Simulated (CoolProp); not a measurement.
R1233zd(E) at several states: fugacity coefficient from the reference equation and from simpler models built on Tc = 165.7 °C, pc = 3.583 MPa, ω = 0.304; each cubic takes its own stable root.

Values from CoolProp's reference Helmholtz-energy equation of state, Akasaka 2022.

```json
[
 {"T (°C)": "-64.15", "p (MPa)": "0.0173", "phase": "liquid", "reference": "0.05770", "van der Waals": "0.9923", "Redlich-Kwong": "0.2314", "Soave-Redlich-Kwong": "0.05574", "Peng-Robinson": "0.06180"},
 {"T (°C)": "57.35", "p (MPa)": "0.177", "phase": "gas", "reference": "0.9546", "van der Waals": "___", "Redlich-Kwong": "0.9629", "Soave-Redlich-Kwong": "0.9587", "Peng-Robinson": "0.9564"},
 {"T (°C)": "113.15", "p (MPa)": "5.73", "phase": "liquid", "reference": "0.2260", "van der Waals": "0.3529", "Redlich-Kwong": "0.2749", "Soave-Redlich-Kwong": "___", "Peng-Robinson": "0.2267"},
 {"T (°C)": "-3.95", "p (MPa)": "1.01", "phase": "liquid", "reference": "___", "van der Waals": "0.3339", "Redlich-Kwong": "___", "Soave-Redlich-Kwong": "0.04081", "Peng-Robinson": "0.04136"},
 {"T (°C)": "-39.75", "p (MPa)": "0.0355", "phase": "liquid", "reference": "0.1662", "van der Waals": "0.9876", "Redlich-Kwong": "0.5109", "Soave-Redlich-Kwong": "0.1612", "Peng-Robinson": "0.1710"},
 {"T (°C)": "-52.75", "p (MPa)": "1.59", "phase": "liquid", "reference": "___", "van der Waals": "0.07018", "Redlich-Kwong": "0.005888", "Soave-Redlich-Kwong": "___", "Peng-Robinson": "0.001729"}
]
```

Complete the blanks.


- 57.35, van der Waals: 0.9715
- 113.15, Soave-Redlich-Kwong: 0.2379
- -3.95, reference: 0.04115
- -3.95, Redlich-Kwong: 0.09239
- -52.75, reference: 0.001651
- -52.75, Soave-Redlich-Kwong: 0.001611

At some of these states van der Waals gives the other phase, because its saturation line lies elsewhere.
